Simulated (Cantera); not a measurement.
Cantera run:

```python
import numpy as np
import cantera as ct

gas_names = [...]  # 116 gases of nasa_gas.yaml made of C, H, Mg, O
cond_names = """
    C(gr) C6H6(L) C7H8(L) C8H18(L),n-octa H2O(s) H2O(L) Mg(cr) Mg(L) MgCO3(s) MgO(s) MgO(L) MgO2H2(s)
""".split()


# ... load() reads the species with a 1 bar reference pressure and builds the phases ...
atoms = {
    'Mg(OH)2': {'Mg': 1, 'O': 2, 'H': 2},
    'CO2': {'C': 1, 'O': 2},
}
top_T = {'C(gr)': 4500}  # K; cautious upper limits of use, not melting points


# ... equilibrate(T, P, feed) seeds the gas with the atoms and calls Mixture.equilibrate('TP', solver="vcs", rtol=1e-11, max_steps=5000) ...
results = []
feed = {'Mg(OH)2': 1, 'CO2': 0.2}  # mol
P = 10000  # Pa
for T in [1648, 1698, 1748, 1798, 1848, 1898, 1948, 1998, 2048, 2098]:
    mix = equilibrate(T, P, feed)
    results.append((T, P, feed, dict(zip(mix.species_names, mix.species_moles))))

top = {s: max(r[3][s] / sum(r[3][g] for g in gas_names) for r in results) for s in gas_names}
cols = sorted((s for s in top if top[s] > 0.001), key=lambda s: -top[s])[:6]
seen = [c for c in cond_names if any(r[3].get(c, 0) > 1e-12 for r in results)]
print("log10 of partial pressures in bar; condensed amounts in mol")
print(f"{'T/K':>10s}" + "".join(f"{s[:9]:>10s}" for s in cols + seen))
for T, P, feed, n in results:
    ng = sum(n[g] for g in gas_names)
    print(f"{T:10.4g}" + "".join(f"{np.log10(max(n[s] / ng * P / 1e5, 1e-99)):10.3f}" for s in cols)
          + "".join(f"{n.get(c, 0):10.4g}" for c in seen))
```

Result:

```
log10 of partial pressures in bar; condensed amounts in mol
       T/K       H2O       CO2        H2        CO        O2        OH    MgO(s)
      1648    -1.080    -1.780    -3.971    -4.165    -4.099    -4.493         1
      1698    -1.081    -1.781    -3.818    -3.986    -3.938    -4.301         1
      1748    -1.081    -1.783    -3.674    -3.817    -3.786    -4.120         1
      1798    -1.082    -1.785    -3.537    -3.659    -3.644    -3.949         1
      1848    -1.083    -1.788    -3.409    -3.510    -3.509    -3.788         1
      1898    -1.085    -1.792    -3.287    -3.370    -3.382    -3.636         1
      1948    -1.087    -1.797    -3.171    -3.238    -3.262    -3.492         1
      1998    -1.089    -1.803    -3.062    -3.115    -3.148    -3.355         1
      2048    -1.092    -1.811    -2.958    -2.999    -3.042    -3.226    0.9999
      2098    -1.096    -1.821    -2.859    -2.890    -2.941    -3.104    0.9999
```

Cantera equilibrium calculation (NASA polynomials, part measured and part estimated; ideal gas, pure solids and liquids).
